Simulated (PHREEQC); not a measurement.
0.011 g of hydrous ferric oxide (600 m²/g; 0.2 weak and 0.005 strong sites per Fe, Dzombak-Morel constants, diffuse double layer) in 1 kg of water with 0.3 mol/kgw of an inert sodium salt and 2.9e-05 mol/kgw NaF, 1e-05 mol/kgw SrCl2 and 2.5e-08 mol/kgw Na2SO4, at 25 °C; the pH is set by adding NaOH or the inert anion's acid. Oxygen is held at 0.21 atm. CO2 from the air is kept out. Precipitation was switched off in this run.

Base run: PHREEQC, ion-association model, wateq4f.dat. Each further column changes one thing. The table gives F sorbed (%).

| pH | base | no electrostatic term (-no_edl) | background salt from 0.3 to 0.03 mol/kgw | oxide from 0.011 to 0.055 g/kgw |
|---|---|---|---|---|
| 4 | 3.8 | 0.0 | 16.6 | 16.8 |
| 4.5 | 3.6 | 0.0 | 13.6 | 15.8 |
| 5 | 2.9 | 0.0 | 9.8 | 13.0 |
| 5.5 | 2.0 | 0.0 | 6.1 | 9.2 |
| 6 | 1.2 | 0.0 | 3.3 | 5.8 |
| 6.5 | 0.7 | 0.0 | 1.5 | 3.2 |
| 7 | 0.3 | 0.0 | 0.6 | 1.6 |
| 7.5 | 0.1 | 0.1 | 0.2 | 0.7 |
| 8 | 0.1 | 0.1 | 0.1 | 0.3 |
| 8.5 | 0.0 | 0.0 | 0.0 | 0.1 |
| 9 | 0.0 | 0.0 | 0.0 | 0.1 |
| 9.5 | 0.0 | 0.0 | 0.0 | 0.0 |
| 10 | 0.0 | 0.0 | 0.0 | 0.0 |
